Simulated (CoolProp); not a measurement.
The fluid at 298.15 K and 0.626 MPa flows at 2 m/s in a round tube of 1 mm bore and 15 µm roughness, fully developed (64/Re and Nu = 3.66 if laminar; Colebrook and Gnielinski if turbulent). The same conditions are run with several fluids, on thermodynamics alone (safety and materials aside).

Computed with CoolProp (reference Helmholtz-energy equation of state of each fluid (nitrogen: Span 2000; normal hydrogen: Leachman 2009; methane: Setzmann 1991)).

Question: Rank nitrogen, normal hydrogen, methane by Reynolds number, highest first.

Answer: nitrogen (792), methane (727), normal hydrogen (114)

```
fluid            Darcy friction factor  pressure drop (Pa/m)  heat-transfer coefficient (W/(m² K))  mass flow (kg/h)
---------------  ---------------------  --------------------  ------------------------------------  ----------------
nitrogen                        0.0808                  1140                                  95.2            0.0400
normal hydrogen                  0.562                   570                                   683           0.00287
methane                         0.0880                   721                                   126            0.0232
```

Transport values come from each fluid's own correlations.
